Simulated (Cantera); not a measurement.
A Cantera script and its output.

```python
import numpy as np
import cantera as ct

gas = ct.Solution("gri30.yaml")
gas.TPX = 2875, 2666, {'CH4': 0.025, 'H2': 0.48, 'N2': 0.00012}
reactor = ct.IdealGasConstPressureReactor(gas, energy="off", clone=False)
net = ct.ReactorNet([reactor])
net.rtol, net.atol = 1e-08, 1e-18
show = ['CH4', 'H2', 'H', 'C2H6', 'C2H2', 'C2H', 'CH3']
times = np.geomspace(8e-06, 3, 11)

steps = ct.SolutionArray(gas, extra=["t"])
rows = []
print(f"{'t/s':>10s}{'T/K':>9s}{'P/Pa':>11s}" + "".join(f"{s:>11s}" for s in show))
for t in times:
    while net.time < t:
        t_next = net.step()
        steps.append(gas.state, t=t_next)
    rows.append([np.interp(t, steps.t, y) for y in (steps.T, steps.P, *steps(*show).X.T)])
    print(f"{t:10.3e}{rows[-1][0]:9.1f}{rows[-1][1]:11.4g}" + "".join(f"{x:11.3e}" for x in rows[-1][2:]))
rate = np.gradient(steps.T, steps.t)
print("integrator steps:", len(steps.t))
if steps.T.max() > steps.T[0] + 200:
    print(f"time of steepest temperature rise: {steps.t[rate.argmax()]:.4e} s")
gas.TPX = 2875, 2666, {'CH4': 0.025, 'H2': 0.48, 'N2': 0.00012}
gas.equilibrate("TP")
print(f"equilibrium (TP): T = {gas.T:.1f} K  " + "  ".join(f"{s} {gas[s].X[0]:.3e}" for s in show))
```

Output:

```
       t/s      T/K       P/Pa        CH4         H2          H       C2H6       C2H2        C2H        CH3
 8.000e-06   2875.0       2666  4.618e-02  9.467e-01  3.705e-03  3.132e-07  1.994e-07  1.007e-10  3.119e-03
 2.887e-05   2875.0       2666  3.920e-02  9.379e-01  1.310e-02  3.544e-06  5.193e-05  1.007e-07  9.161e-03
 1.042e-04   2875.0       2666  2.270e-02  9.186e-01  3.788e-02  5.331e-06  3.720e-03  2.177e-05  1.540e-02
 3.761e-04   2875.0       2666  4.231e-03  9.103e-01  6.165e-02  3.039e-07  1.794e-02  1.729e-04  4.731e-03
 1.357e-03   2875.0       2666  3.457e-04  8.922e-01  8.450e-02  2.682e-09  2.177e-02  2.934e-04  5.428e-04
 4.899e-03   2875.0       2666  3.545e-05  8.527e-01  1.249e-01  3.855e-11  2.156e-02  4.494e-04  8.572e-05
 1.768e-02   2875.0       2666  6.412e-06  7.548e-01  2.240e-01  1.945e-12  2.001e-02  8.445e-04  3.117e-05
 6.381e-02   2875.0       2666  1.115e-06  5.921e-01  3.886e-01  9.528e-14  1.720e-02  1.605e-03  1.193e-05
 2.303e-01   2875.0       2666  5.376e-07  5.154e-01  4.662e-01  2.763e-14  1.574e-02  2.024e-03  7.917e-06
 8.312e-01   2875.0       2666  5.284e-07  5.136e-01  4.679e-01  2.683e-14  1.565e-02  2.028e-03  7.837e-06
 3.000e+00   2875.0       2666  5.277e-07  5.136e-01  4.679e-01  2.677e-14  1.560e-02  2.021e-03  7.827e-06
integrator steps: 1836
equilibrium (TP): T = 2875.0 K  CH4 5.299e-07  H2 5.137e-01  H 4.679e-01  C2H6 2.698e-14  C2H2 1.558e-02  C2H 2.018e-03  CH3 7.858e-06
```

Model: GRI-Mech 3.0 (53 species, 325 reactions), integrated in Cantera. GRI-Mech 3.0 stops at C3 and has no aromatics, soot or wall deposition, so with more carbon than oxygen in the feed, carbon stays in small species such as C2H2 where larger ones or solid carbon would form. Radical loss at walls, strong at low pressure, is not modelled.
